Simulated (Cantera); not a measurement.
Ignition delay

Mixture: C₃H₈ : O₂ : N₂ : H₂O = 1 : 7.58 : 28.5 : 4.3 (molar parts), at 4.93 atm, adiabatic and at constant volume. Ignition delay is the time to a rise of 400 K.

Detailed kinetics in Cantera: GRI-Mech 3.0 (53 species, 325 reactions). GRI-Mech 3.0 was tuned for natural gas; its chemistry of propane as a main component is partial and can be far from experiment.

```tsv
T0 (K)	delay (ms)
1300	0.424
1350	0.194
1400	0.0959
1450	0.0509
1500	0.0289
1550	0.0176
1600	0.0113
```

```
Property                                                Result
--------------------------------------------------  ----------
apparent activation energy between 1500 and 1600 K  190 kJ/mol
```
